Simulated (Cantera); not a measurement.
A closed system holds: 1 mol SiO₂, 0.41 mol SiCl₄, 0.94 mol N₂, held at 1298 K and 10.0 mbar.

Method: chemical equilibrium by Gibbs-energy minimisation in Cantera with the NASA 1993 tables (ideal gas, pure condensed phases). Candidate condensed phases: Si, SiO₂, Si₂N₂O, Si₃N₄; 23 gas species. The tables' values for SiCl₃ are old estimates; treat these amounts as uncertain. The tables hold silica as quartz up to 1696 K and as liquid above; real silica turns to tridymite and cristobalite and melts near 1996 K. The numbers say what is thermodynamically allowed, not how fast it happens.

Base state: N₂ 0.696, SiCl₄ 0.303, SiCl₃ 0.000655, Cl 0.000620, Cl₂ 2.59e-5 (mole fractions); condensed: SiO₂(β-quartz).

**Question.** What changes in the equilibrium state with this change: temperature from 1298 K to 1600 K?

**Answer.** 
| species | before | after |
|---|---|---|
| N₂ | 0.696 | 0.681 |
| SiCl₄ | 0.303 | 0.278 |
| Cl | 0.000620 | 0.0212 |
| SiCl₃ | 0.000655 | 0.0167 |
| SiO | 1.89e-8 | 0.000154 |
| SiCl₂ | 8.46e-6 | 0.00248 |
| Cl₂ | 2.59e-5 | 0.000374 |
| SiO₂(β-quartz), mol | 1.00 | 1.000 |
